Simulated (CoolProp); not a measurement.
Vapour-liquid equilibrium of R125 (1) + R134a (2) at 24.7 kPa; x and y are mole fractions of (1).

Computed with CoolProp (multi-fluid Helmholtz-energy mixture model, Lemmon 2005 and Tillner-Roth 1994; pair parameters Lemmon 2004).

### Question
Give the bubble temperature and the first vapour's composition at x = 0.2, 0.65, 0.95. Is there an azeotrope?

### Answer
x = 0.2: 213.7 K, y = 0.462; x = 0.65: 204.6 K, y = 0.870; x = 0.95: 200.6 K, y = 0.986. No azeotrope shows between x = 0.05 and 0.95.

The pair parameters rest on a limited set of measurements; away from them the model extrapolates.
